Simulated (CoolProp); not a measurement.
Vapour-liquid equilibrium of R22 (1) + c-C4F8 (RC318) (2) at 296.4 K; x and y are mole fractions of (1).

Computed with CoolProp (multi-fluid Helmholtz-energy mixture model, Kamei 1995 and Platzer 1990; pair parameters Bell 2016). This equation is an older, rougher fit; its heat capacities, sound speeds and derivatives of the liquid may be far off and weren't checked against measurements.

| x | bubble pressure, mixture model (kPa) | bubble pressure, Raoult's law (kPa) | y, mixture model | y, Raoult's law |
|---|---|---|---|---|
| 0.05 | 317.8 | 330.4 | 0.113 | 0.151 |
| 0.2 | 444.9 | 435.4 | 0.465 | 0.457 |
| 0.35 | 616.1 | 540.4 | 0.682 | 0.645 |
| 0.5 | 762.8 | 645.4 | 0.789 | 0.771 |
| 0.65 | 862.0 | 750.5 | 0.848 | 0.862 |
| 0.8 | 930.2 | 855.5 | 0.895 | 0.931 |
| 0.95 | 983.6 | 960.5 | 0.963 | 0.985 |

The largest gap from Raoult's law is +18.2 % in bubble pressure, at x = 0.5. No azeotrope shows between x = 0.05 and 0.95.

Pair parameters are fitted to limited data, so mixtures are less certain than the pure fluids. The gap from Raoult's law changes sign with composition, which may be real or a fault of the pair parameters; it wasn't checked against measurements.
